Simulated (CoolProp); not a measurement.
Aqueous magnesium chloride as a coolant, at -11 °C, 1 atm.

Model: Melinder's fits for secondary coolants, in CoolProp.

```json
[
 {"mass %": "14.8", "freezing point (°C)": "-16.4", "Prandtl number": "34.4", "cp (kJ/(kg K))": "3.281", "conductivity (W/(m K))": "0.509", "viscosity (mPa s)": "5.33"},
 {"mass %": "18", "freezing point (°C)": "-23.4", "Prandtl number": "37.9", "cp (kJ/(kg K))": "3.118", "conductivity (W/(m K))": "0.501", "viscosity (mPa s)": "6.09"},
 {"mass %": "21.2", "freezing point (°C)": "-32.5", "Prandtl number": "55.2", "cp (kJ/(kg K))": "2.971", "conductivity (W/(m K))": "0.491", "viscosity (mPa s)": "9.13"},
 {"mass %": "24.4", "freezing point (°C)": "-46.6", "Prandtl number": "208", "cp (kJ/(kg K))": "2.843", "conductivity (W/(m K))": "0.473", "viscosity (mPa s)": "34.6"},
 {"mass %": "27.6", "freezing point (°C)": "-70.7", "Prandtl number": "6860", "cp (kJ/(kg K))": "2.731", "conductivity (W/(m K))": "0.435", "viscosity (mPa s)": "1090"}
]
```
